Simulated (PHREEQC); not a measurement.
Make-up at 20 °C: 0.16 mol Mn(NO3)2 per kg of water. Closed to the air; pH follows from the charge balance.

Computed with PHREEQC (ion-association model, phreeqc.dat).

Each row changes one thing in this solution. Precipitation was switched off in this run.

```csv
case,pH,ionic strength (mol/kgw)
as made,6.06,0.464
Mn(NO3)2 from 0.16 to 0.32 mol/kgw,5.95,0.890
Mn(NO3)2 from 0.16 to 0.176 mol/kgw,6.04,?
temperature from 20 to 30 °C,5.89,0.465
Mn(NO3)2 from 0.16 to 0.144 mol/kgw,6.08,0.419
diluted 2-fold with water,6.17,0.237
Mn(NO3)2 replaced by Ba(NO3)2 at the same molality,7.01,?
Mn(NO3)2 from 0.16 to 0.08 mol/kgw,6.17,0.237
```

Some entries are withheld; supply them.


- Mn(NO3)2 from 0.16 to 0.176 mol/kgw, ionic strength (mol/kgw): 0.508
- Mn(NO3)2 replaced by Ba(NO3)2 at the same molality, ionic strength (mol/kgw): 0.480

The ionic strength passes 0.7 mol/kgw, the rough limit of the ion-association models, in Mn(NO3)2 from 0.16 to 0.32 mol/kgw.
